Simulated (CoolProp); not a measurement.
A Linde-Hampson liquefier for CF4 (R14): isothermal reversible compression at 320 K from 1 atm to 30 MPa, throttling to 1 atm, return gas leaving the recuperator 0 K below the feed. Each further row changes one setting.

Computed with CoolProp (reference Helmholtz-energy equation of state, Platzer 1990). This equation is an older, rougher fit; its heat capacities, sound speeds and derivatives of the liquid may be far off and weren't checked against measurements.

```
case                        liquid yield per pass  compression work (kJ/kg of gas)
--------------------------  ---------------------  -------------------------------
as stated                                     [?]                              159
warm-end temperature 350 K                    [?]                              [?]
warm-end gap 5 K                              [?]                              159
```

Q: What belongs in the gaps?

A: 
- as stated, liquid yield per pass: 0.249
- warm-end temperature 350 K, liquid yield per pass: 0.196
- warm-end temperature 350 K, compression work (kJ/kg of gas): 179
- warm-end gap 5 K, liquid yield per pass: 0.238
